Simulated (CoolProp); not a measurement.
Methanol at 293.15 K and 0.425 MPa flows at 20 m/s in a round tube of 25 mm bore and 15 µm roughness, fully developed (64/Re and Nu = 3.66 if laminar; Colebrook and Gnielinski if turbulent). Each further row changes one setting.

Values from CoolProp's reference Helmholtz-energy equation of state, de Reuck 1993.

```tsv
case	Reynolds number	Darcy friction factor	pressure drop (Pa/m)	heat-transfer coefficient (W/(m² K))	mass flow (kg/h)
as stated	675000	0.0181	114000	33500	28000
velocity 40 m/s	1350000	0.0177	449000	66200	55900
diameter 50 mm	1350000	0.0155	49000	30100	112000
```

Viscosity comes from a separate model (Xiang 2006). Thermal conductivity comes from a separate model (Sykioti 2013).
